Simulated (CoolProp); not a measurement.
CF4 (R14) at 298.15 K and 6.58 MPa flows at 2.9 m/s in a round tube of 6 mm bore and 0.25 µm roughness, fully developed (64/Re and Nu = 3.66 if laminar; Colebrook and Gnielinski if turbulent). Each further row changes one setting.

Model: reference Helmholtz-energy equation of state, Platzer 1990, in CoolProp. This equation is an older, rougher fit; its heat capacities, sound speeds and derivatives of the liquid may be far off and weren't checked against measurements.

```json
[
 {"case": "as stated", "Reynolds number": "221000", "Darcy friction factor": "…", "pressure drop (Pa/m)": "…", "heat-transfer coefficient (W/(m² K))": "1600", "mass flow (kg/h)": "89.6"},
 {"case": "velocity 5.8 m/s", "Reynolds number": "443000", "Darcy friction factor": "…", "pressure drop (Pa/m)": "…", "heat-transfer coefficient (W/(m² K))": "…", "mass flow (kg/h)": "179"},
 {"case": "diameter 12 mm", "Reynolds number": "443000", "Darcy friction factor": "…", "pressure drop (Pa/m)": "…", "heat-transfer coefficient (W/(m² K))": "1400", "mass flow (kg/h)": "358"}
]
```

Problem. Fill in the missing entries.

Solution. 
- as stated, Darcy friction factor: 0.0157
- as stated, pressure drop (Pa/m): 3340
- velocity 5.8 m/s, Darcy friction factor: 0.0140
- velocity 5.8 m/s, pressure drop (Pa/m): 11900
- velocity 5.8 m/s, heat-transfer coefficient (W/(m² K)): 2860
- diameter 12 mm, Darcy friction factor: 0.0137
- diameter 12 mm, pressure drop (Pa/m): 1460

Viscosity comes from a separate model (Huber 2003), an estimate that may be off by 10 % or more. Thermal conductivity comes from a separate model (Huber 2003), an estimate that may be off by 10 % or more.
